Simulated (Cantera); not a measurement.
Feed: 1 mol Si, 0.021 mol CO2, 19 mol H2, at 0.000680 bar.

These are equilibrium values from Cantera (NASA tables, ideal gas, pure condensed phases), not measurements of a reactor. Candidate condensed phases: C, C6H6, C7H8, C8H18, H2O, Si, SiC, SiO2; 123 gas species. Mutual solubility and eutectic melting of coexisting phases are not modelled. Gases not in the tables: Si2H6 and higher silanes. Rates play no part.

Task: What share of the Si ends up in condensed phases as a function of T (°C), at 1275, 1325, 1375, 1425, 1475, 1525, 1575, 1625, 1675, 1725?

Result: 
| T (°C) | Si condensed (%) | as |
|---|---|---|
| 1275 | 95.8 | Si(s) + SiC(s) |
| 1325 | 95.7 | Si(s) + SiC(s) |
| 1375 | 95.2 | Si(s) + SiC(s) |
| 1425 | 94.0 | Si(l) + SiC(s) |
| 1475 | 91.7 | Si(l) + SiC(s) |
| 1525 | 86.8 | Si(l) + SiC(s) |
| 1575 | 77.0 | Si(l) + SiC(s) |
| 1625 | 58.0 | Si(l) + SiC(s) |
| 1675 | 21.8 | Si(l) |
| 1725 | 0.0 | - |
